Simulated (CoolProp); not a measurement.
Vapour-liquid equilibrium of CHF3 (R23) (1) + sulfur hexafluoride (2) at 229.4 K; x and y are mole fractions of (1).

The numbers come from the multi-fluid Helmholtz-energy mixture model, Penoncello 2003 and Guder 2009; pair parameters Bell 2016 in CoolProp.

| x | bubble pressure, mixture model (bar) | bubble pressure, Raoult's law (bar) | y, mixture model | y, Raoult's law |
|---|---|---|---|---|
| 0.05 | 3.716 | 3.102 | 0.227 | 0.099 |
| 0.125 | 4.539 | 3.341 | 0.393 | 0.229 |
| 0.2 | 5.089 | 3.580 | 0.481 | 0.343 |
| 0.275 | 5.469 | 3.820 | 0.538 | 0.442 |
| 0.35 | 5.742 | 4.059 | 0.579 | 0.529 |
| 0.425 | 5.948 | 4.298 | 0.614 | 0.606 |
| 0.5 | 6.110 | 4.538 | 0.646 | 0.676 |
| 0.575 | 6.238 | 4.777 | 0.678 | 0.738 |
| 0.65 | 6.336 | 5.016 | 0.712 | 0.795 |
| 0.725 | 6.400 | 5.256 | 0.752 | 0.846 |
| 0.8 | 6.423 | 5.495 | 0.799 | 0.893 |
| 0.875 | 6.388 | 5.734 | 0.858 | 0.936 |
| 0.95 | 6.271 | 5.973 | 0.934 | 0.975 |

The largest gap from Raoult's law is +43.2 % in bubble pressure, at x = 0.275. y crosses x between x = 0.725 and 0.8: the model has an azeotrope there.

The pair parameters rest on a limited set of measurements; away from them the model extrapolates.
